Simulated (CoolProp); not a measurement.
CH3F (R41) along the isotherm 358.7 K: density (kg/m³) from the reference equation and from simpler models built on Tc = 317.3 K, pc = 5.906 MPa, ω = 0.200; each cubic takes its own stable root.

Values from CoolProp's reference Helmholtz-energy equation of state, Lemmon 2006. It is a short technical equation, of lower accuracy than the large ones.

```tsv
p (MPa)	phase	reference	ideal gas	van der Waals	Redlich-Kwong	Peng-Robinson
5.37	gas	82.82	61.28	81.00	81.18	81.96
10.7	supercritical	270.7	122.1	259.6	249.8	240.5
16.1	supercritical	447.7	183.7	328.3	364.0	373.0
21.5	supercritical	518.3	245.3	360.3	419.0	441.4
26.8	supercritical	560.2	305.8	381.2	454.9	485.5
32.2	supercritical	591.2	367.4	397.2	482.5	519.0
37.6	supercritical	615.6	429.1	410.0	504.7	545.7
43	supercritical	636.0	490.7	420.6	523.2	567.7
48.3	supercritical	653.1	551.2	429.6	538.9	586.3
53.7	supercritical	668.5	612.8	437.5	552.8	602.7
59.1	supercritical	682.3	674.4	444.6	565.2	617.2
```
